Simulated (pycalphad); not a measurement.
CALPHAD calculation (pycalphad, COST 507 light-alloy database (1999)), 1 atm. No gas phase is included, though pure Mg would boil below 1650 K. The database dates from 1999; later assessments differ in places, in temperatures and in the compounds included. Diffusion is slow at the low end, where real alloys seldom reach equilibrium.

How does the equilibrium phase assembly of Mg-0.4Si-0.82Al (at.%) change on cooling from 1650 K to 350 K?


| T (K) | phases above | phases below |
|---|---|---|
| 915.0 | LIQUID | HCP_A3 + LIQUID |
| 903.4 | HCP_A3 + LIQUID | HCP_A3 + LIQUID + MG2SI |
| 896.3 | HCP_A3 + LIQUID + MG2SI | HCP_A3 + MG2SI |
| 363.4 | HCP_A3 + MG2SI | ALMG_GAMMA + HCP_A3 + MG2SI |
Changes were sought between steps of 25 K, so a narrower field can be missed.

Database names, with the compositions (at.%) that they take in these runs: MG2SI: Mg 67 Si 33; ALMG_GAMMA: Mg 59 Al 41. HCP_A3 is hcp.
